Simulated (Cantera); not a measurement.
Input: 1 mol SiH2Cl2, 46 mol N2, 3.8 mol H2, 0.1 mol NH3, held at 14.0 Pa.

Cantera equilibrium calculation (NASA polynomials, part measured and part estimated; ideal gas, pure solids and liquids). Candidate condensed phases: NH4Cl, Si, Si3N4; 28 gas species. Equilibrium is a limit: real reactors are often held back by kinetics, nucleation or transport.

Over these rows the condensed part is Si3N4(s). Partial pressures as log10 of bar:

```json
[
 {"T (K)": "923", "1000/T (1/K)": "1.0834", "log p SiCl2": "-11.07", "log p N2": "-3.91", "log p H2": "-4.97", "log p HCl": "-5.26"},
 {"T (K)": "973", "1000/T (1/K)": "1.0277", "log p SiCl2": "?", "log p N2": "-3.91", "log p H2": "-4.97", "log p HCl": "-5.26"},
 {"T (K)": "1023", "1000/T (1/K)": "0.9775", "log p SiCl2": "-9.60", "log p N2": "-3.91", "log p H2": "-4.97", "log p HCl": "-5.26"},
 {"T (K)": "1073", "1000/T (1/K)": "0.9320", "log p SiCl2": "-8.97", "log p N2": "-3.91", "log p H2": "-4.97", "log p HCl": "-5.26"},
 {"T (K)": "1123", "1000/T (1/K)": "0.8905", "log p SiCl2": "-8.40", "log p N2": "-3.91", "log p H2": "-4.97", "log p HCl": "-5.26"},
 {"T (K)": "1173", "1000/T (1/K)": "0.8525", "log p SiCl2": "-7.88", "log p N2": "-3.91", "log p H2": "-4.97", "log p HCl": "-5.27"}
]
```

### Question
Fit log p(SiCl2) = a + b·(1000/T) to the five rows, give the apparent enthalpy, and predict the row at 973 K.

### Answer
Means: 1000/T = 0.9472, log p = -9.184. Sxy = -0.440672, Sxx = 0.0318825, so b = -13.82 and a = -9.184 − (-13.82)×0.9472 = 3.91.
Apparent enthalpy: −19.145 × (-13.82) = 265 kJ/mol. With the condensed phases at unit activity, 1/3 Si3N4(s) + 2 HCl(g) = SiCl2(g) + 2/3 N2(g) + H2(g) links this pressure to the main gases: over the six rows their terms move log p by -0.02 in all, so the slope is close to that reaction's ΔH°. The five rows lie within 0.01 of the line.
Prediction at 973 K: 3.91 + (-13.82)×1.0277 = -10.29. The computed value is -10.30, 0.01 from the line.
